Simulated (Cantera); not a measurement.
A closed system holds: 1 mol CaO, 2.2 mol HF, 57 mol N₂, held at 1875 K and 7.50 Torr.

These are equilibrium values from Cantera (NASA tables, ideal gas, pure condensed phases), not measurements of a reactor. Candidate condensed phases: Ca, CaF₂, CaO, Ca(OH)₂, H₂O; 47 gas species. Equilibrium is a limit: real reactors are often held back by kinetics, nucleation or transport.

Base state: N₂ 0.962, HF 0.0235, CaF₂ 0.00682, H₂O 0.00618, H₂ 0.000509, NO 0.000164, O₂ 0.000164, H 0.000148 (mole fractions); condensed: CaO(s).

Problem. What changes in the equilibrium state with this change: pressure from 7.50 Torr to 0.218 Torr?

Solution. 
```
species        before     after
-----------  --------  --------
N₂              0.962     0.961
HF             0.0235    0.0223
CaF₂          0.00682   0.00731
H            0.000148   0.00139
Ca            1.07e-7   1.12e-5
O             3.08e-5  0.000349
CaF           1.78e-5  0.000189
CaO(s), mol     0.595     0.554
```

Problem. What changes in the equilibrium state with this change: temperature from 1875 K to 1550 K?

Solution. 
```
species         before     after
------------  --------  --------
N₂               0.962     0.971
HF              0.0235    0.0201
H₂O            0.00618   0.00863
CaF₂           0.00682  0.000608
CaF            1.78e-5   2.90e-8
O              3.08e-5   3.67e-7
H             0.000148   2.57e-6
OH            0.000140   1.12e-5
CaO(s), mol      0.595     0.489
CaF₂(s), mol         0     0.475
```
Mutual solubility and eutectic melting of coexisting phases are not modelled.

Problem. What changes in the equilibrium state with this change: temperature from 1875 K to 1375 K?

Solution. 
```json
[
 {"species": "N₂", "before": "0.962", "after": "0.978"},
 {"species": "H₂O", "before": "0.00618", "after": "0.0153"},
 {"species": "HF", "before": "0.0235", "after": "0.00716"},
 {"species": "CaF₂", "before": "0.00682", "after": "1.15e-5"},
 {"species": "CaF", "before": "1.78e-5", "after": "<1e-9"},
 {"species": "O", "before": "3.08e-5", "after": "1.64e-8"},
 {"species": "H", "before": "0.000148", "after": "1.46e-7"},
 {"species": "OH", "before": "0.000140", "after": "2.21e-6"},
 {"species": "NO", "before": "0.000164", "after": "3.92e-6"},
 {"species": "CaO(s), mol", "before": "0.595", "after": "0.109"},
 {"species": "CaF₂(s), mol", "before": "0", "after": "0.891"}
]
```
Mutual solubility and eutectic melting of coexisting phases are not modelled.
